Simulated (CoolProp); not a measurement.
Vapour-liquid equilibrium of R114 (1) + n-pentane (2) at 1110 kPa; x and y are mole fractions of (1).

Model: multi-fluid Helmholtz-energy mixture model, Platzer 1990 and Thol 2019; pair parameters Bell 2016, in CoolProp. This equation is an older, rougher fit; its heat capacities, sound speeds and derivatives of the liquid may be far off and weren't checked against measurements.

```
x      bubble temperature, mixture model (K)  bubble temperature, Raoult's law (K)  y, mixture model  y, Raoult's law
-----  -------------------------------------  ------------------------------------  ----------------  ---------------
0.05                                   398.9                                 400.2             0.108            0.106
0.125                                  392.9                                 395.8             0.245            0.246
0.2                                    387.7                                 391.7             0.358            0.365
0.275                                  383.3                                 387.9             0.452            0.468
0.35                                   379.6                                 384.4             0.531            0.557
0.425                                  376.3                                 381.0             0.599            0.635
0.5                                    373.5                                 377.9             0.659            0.703
0.575                                  371.0                                 375.0             0.714            0.763
0.65                                   368.8                                 372.3             0.765            0.817
0.725                                  366.9                                 369.7             0.814            0.864
0.8                                    365.1                                 367.2             0.863            0.907
0.875                                  363.5                                 364.9             0.912            0.945
0.95                                   362.1                                 362.7             0.963            0.979
```

The largest gap from Raoult's law is -4.8 K in bubble temperature, at x = 0.35. No azeotrope shows between x = 0.05 and 0.95.

Pair parameters are fitted to limited data, so mixtures are less certain than the pure fluids.
